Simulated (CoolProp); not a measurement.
The fluid at 255.93 K and 2.37 MPa flows at 15 m/s in a round tube of 2 mm bore and 45 µm roughness, fully developed (64/Re and Nu = 3.66 if laminar; Colebrook and Gnielinski if turbulent). The same conditions are run with several fluids, on thermodynamics alone (safety and materials aside).

The numbers come from the reference Helmholtz-energy equation of state of each fluid (propane: Lemmon 2009; R11: Jacobsen 1992; m-xylene: Zhou 2012; methanol: de Reuck 1993; R407C: Lemmon 2003) in CoolProp. Blends and air are pseudo-pure fits.

```
fluid     Reynolds number  Darcy friction factor  pressure drop (Pa/m)  heat-transfer coefficient (W/(m² K))  mass flow (kg/h)
--------  ---------------  ---------------------  --------------------  ------------------------------------  ----------------
propane            108000                 0.0512               1600000                                 57900              94.0
R11                 66700                 0.0515               4560000                                 37900               267
m-xylene            25100                 0.0523               2640000                                 24900               152
methanol            22200                 0.0525               2440000                                 33000               140
R407C              148000                 0.0512               3750000                                 73100               221
```

Transport values come from each fluid's own correlations; those of R11 are estimates that may be off by 10 % or more.
